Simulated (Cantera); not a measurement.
Mixture: C₃H₈ : O₂ : N₂ : CO₂ = 1 : 5 : 28.1 : 0.97 (molar parts), at 18.8 atm, adiabatic and at constant volume. Ignition delay is the time to a rise of 400 K.

Model: GRI-Mech 3.0 (53 species, 325 reactions), integrated in Cantera. GRI-Mech 3.0 was tuned for natural gas; its chemistry of propane as a main component is partial and can be far from experiment. The pressure lies above the range GRI-Mech 3.0 was tuned for (to about 10 atm).

Predict: delay at 1275 K; delay at 1475 K; delay at 1675 K; delay at 1875 K; apparent activation energy between 1775 and 1975 K.


| Property | Value |
|---|---|
| delay at 1275 K | 0.372 ms |
| delay at 1475 K | 22.3 µs |
| delay at 1675 K | 3.45 µs |
| delay at 1875 K | 1.08 µs |
| apparent activation energy between 1775 and 1975 K | 130 kJ/mol |
